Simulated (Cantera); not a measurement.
A closed system holds: 1 mol CH3SiH3, 0.27 mol C2H4, 41 mol H2, equilibrated at 1002 °C and 4.10 mbar.

These are equilibrium values from Cantera (NASA tables, ideal gas, pure condensed phases), not measurements of a reactor. Candidate condensed phases: C, C6H6, C7H8, C8H18, Si, SiC; 87 gas species. The feed counts by its element totals alone. The numbers say what is thermodynamically allowed, not how fast it happens.

Base state: H2 1.000, CH4 3.80e-5, H 1.15e-5 (mole fractions); condensed: C(graphite) + SiC(s).

What changes in the equilibrium state with this change: 1 mol Cl2 added?


| species | before | after |
|---|---|---|
| H2 | 1.000 | 0.956 |
| HCl | 0 | 0.0439 |
| CH4 | 3.80e-5 | 3.47e-5 |
| SiCl2 | 0 | 1.35e-5 |
| H | 1.15e-5 | 1.13e-5 |
| C(graphite), mol | 0.538 | 0.539 |
| SiC(s), mol | 1.00 | 0.999 |
